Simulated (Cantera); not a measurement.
Cantera run, input and output.

```python
import numpy as np
import cantera as ct

surf = ct.Interface("ptcombust.yaml", "Pt_surf")
gas = surf.adjacent["gas"]
gas.TPX = 1000, 140000, {'H2': 0.024, 'O2': 0.01, 'N2': 0.79, 'H2O': 0.0058}
surf.TP = 1000, 140000
reactor = ct.FlowReactor(gas, clone=False)
reactor.area = 0.0001  # m2
reactor.surface_area_to_volume_ratio = 100  # 1/m
reactor.mass_flow_rate = 1.5 * reactor.area * gas.density  # inlet velocity 1.5 m/s
reactor.energy_enabled = False
wall = ct.ReactorSurface(surf, reactor, clone=False)
net = ct.ReactorNet([reactor])
net.rtol, net.atol = 1e-8, 1e-16
show, cover = ['H2', 'O2', 'H2O'], ['PT(S)', 'H(S)', 'O(S)', 'OH(S)', 'CO(S)', 'C(S)']

rows = []
print(f"{'z/m':>9s}{'u/(m/s)':>9s}" + "".join(f"{s:>13s}" for s in show + cover))
for z in [9.9e-05, 0.00021, 0.00046, 0.00099, 0.0021, 0.0046, 0.0099]:
    net.advance(z)
    rows.append([reactor.speed, *gas[show].X, *surf[cover].coverages])
    print(f"{z:9.4g}{rows[-1][0]:9.3g}" + "".join(f"{x:13.4e}" for x in rows[-1][1:]))
```

Output:

```
      z/m  u/(m/s)           H2           O2          H2O        PT(S)         H(S)         O(S)        OH(S)        CO(S)         C(S)
  9.9e-05      1.5   2.7609e-02   1.1393e-02   8.3275e-03   9.8686e-01   1.3117e-02   4.1176e-06   8.7591e-06   7.8564e-31  -1.0865e-28
  0.00021      1.5   2.6218e-02   1.0696e-02   9.7434e-03   9.8717e-01   1.2803e-02   3.9855e-06   8.6896e-06  -7.0240e-29  -6.2367e-27
  0.00046      1.5   2.3381e-02   9.2737e-03   1.2632e-02   9.8783e-01   1.2135e-02   3.7021e-06   8.5543e-06   6.6876e-27   9.4012e-25
  0.00099     1.49   1.8529e-02   6.8413e-03   1.7573e-02   9.8906e-01   1.0895e-02   3.1645e-06   8.3558e-06   1.5823e-24   1.1282e-24
   0.0021     1.49   1.2055e-02   3.5966e-03   2.4165e-02   9.9098e-01   8.9718e-03   2.2919e-06   8.2417e-06   5.1800e-24   6.9577e-23
   0.0046     1.48   6.5397e-03   8.3224e-04   2.9780e-02   9.9303e-01   6.9144e-03   1.2868e-06   8.5793e-06   1.9831e-23  -6.0349e-19
   0.0099     1.48   4.9525e-03   3.6696e-05   3.1397e-02   9.9375e-01   6.1948e-03   9.1340e-07   8.8951e-06   1.9621e-19   9.7476e-19
```

Computed with Cantera and Deutschmann's 1995 Pt surface mechanism with GRI-Mech 3.0 gas chemistry. Catalytic surfaces can have several steady states; this one follows from the mechanism file's or the stated starting coverage. Mass transfer to the wall is taken as infinitely fast.
